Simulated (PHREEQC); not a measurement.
PHREEQC input (ion-association model, wateq4f.dat):

```
SOLUTION 1
  temp 25
  units mol/kgw
  pH 7 charge
  Br 0.14
  Cs 0.14
  Cl 0.014
  K 0.014
  C(4) 7.8e-06
SOLUTION 2
  temp 25
  units mol/kgw
  pH 7 charge
  Cl 0.146062
  Mg 0.073
  Ba 3.1e-05
  Si 8.8e-06
END
SELECTED_OUTPUT 1
  -reset false
  -pH true
  -pe true
  -ionic_strength true
  -water true
  -totals Ba Br C Cl Cs K Mg Si C(-4) C(4)
  -molalities H+ Ba+2 Br- CO3-2 Cl- Cs+ K+ Mg+2 H4SiO4 H3SiO4-
    H2SiO4-2 MgOH+ CO2 HCO3- MgCO3 MgHCO3+ O2 BaOH+ OH- BaHCO3+
    BaCO3
  -equilibrium_phases Brucite Witherite Hydromagnesite Quartz
PRINT
  -reset false
MIX 1
  1 1
  2 0
EQUILIBRIUM_PHASES 1
  Brucite 0 0
  Witherite 0 0
  Hydromagnesite 0 0
  Quartz 0 0
  O2(g) -0.68 10
END
# ... the last block is repeated for the other 10 points of share of solution B
```

Selected output (columns that matter, 11 of 11 rows; share of solution B added in front):

```
share of solution B	pH	mu	Ba	Br	C	Cl	Cs	K	Mg	Si	m_H+	m_Ba+2	m_Br-	m_Cl-
0	5.7765	0.154	0	0.14	7.8e-06	0.014	0.14	0.014	0	0	2.0711e-06	0	0.14	0.014
0.1	5.7957	0.16051	3.1e-06	0.126	7.02e-06	0.027206	0.126	0.0126	0.0073	8.8e-07	1.9854e-06	3.1e-06	0.126	0.027206
0.2	5.8185	0.16702	6.2e-06	0.112	6.24e-06	0.040412	0.112	0.0112	0.0146	1.76e-06	1.8877e-06	6.2e-06	0.112	0.040412
0.3	5.8456	0.17353	9.3e-06	0.098	5.46e-06	0.053619	0.098	0.0098	0.0219	2.64e-06	1.7768e-06	9.3e-06	0.098	0.053619
0.4	5.8782	0.18004	1.24e-05	0.084	4.68e-06	0.066825	0.084	0.0084	0.0292	3.52e-06	1.6512e-06	1.24e-05	0.084	0.066825
0.5	5.9182	0.18655	1.55e-05	0.07	3.9e-06	0.080031	0.07	0.007	0.0365	4.4e-06	1.5085e-06	1.55e-05	0.07	0.080031
0.6	5.9685	0.19306	1.86e-05	0.056	3.12e-06	0.093237	0.056	0.0056	0.0438	5.28e-06	1.3458e-06	1.86e-05	0.056	0.093237
0.7	6.0342	0.19957	2.17e-05	0.042	2.34e-06	0.10644	0.042	0.0042	0.0511	6.16e-06	1.1587e-06	2.17e-05	0.042	0.10644
0.8	6.1253	0.20608	2.48e-05	0.028	1.56e-06	0.11965	0.028	0.0028	0.0584	7.04e-06	9.4092e-07	2.48e-05	0.028	0.11965
0.9	6.263	0.21258	2.79e-05	0.014	7.8e-07	0.13286	0.014	0.0014	0.0657	7.92e-06	6.8628e-07	2.79e-05	0.014	0.13286
1	6.4882	0.21909	3.1e-05	0	0	0.14606	0	0	0.073	8.8e-06	4.0926e-07	3.1e-05	0	0.14606
```

Complexes and solids missing from the database can't appear.
